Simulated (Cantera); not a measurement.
A perfectly stirred reactor is fed with 100 % N₂O, at 190000 Pa; it is held at 1173 K, and followed from long to short residence time.

Cantera simulation using GRI-Mech 3.0 (53 species, 325 reactions); the numbers are that mechanism's predictions, not measurements. GRI-Mech 3.0 was tuned for natural gas; its chemistry of N2O as a main component is partial and can be far from experiment. The mechanism lacks the step 2 NO + O2 → 2 NO2, which can matter for NO2 below about 1400 K. The temperature is held fixed by assumption; the heat of reaction is taken as removed at once.

**Question.** Predict: x(N₂O) at τ = 1.60 s; x(NO₂) at τ = 1.60 s; x(N₂) at τ = 1.60 s; x(O) at τ = 1.60 s; x(NO) at τ = 1.60 s; x(N₂O) at τ = 59.0 ms; x(NO₂) at τ = 59.0 ms; x(N₂) at τ = 59.0 ms; x(O) at τ = 59.0 ms; x(NO) at τ = 59.0 ms.

**Answer.** 
| Item | Result |
|---|---|
| x(N₂O) at τ = 1.60 s | 0.458 |
| x(NO₂) at τ = 1.60 s | 0.000550 |
| x(N₂) at τ = 1.60 s | 0.349 |
| x(O) at τ = 1.60 s | 6.29e-7 |
| x(NO) at τ = 1.60 s | 0.0248 |
| x(N₂O) at τ = 59.0 ms | 0.949 |
| x(NO₂) at τ = 59.0 ms | 5.79e-5 |
| x(N₂) at τ = 59.0 ms | 0.0325 |
| x(O) at τ = 59.0 ms | 1.02e-6 |
| x(NO) at τ = 59.0 ms | 0.00309 |
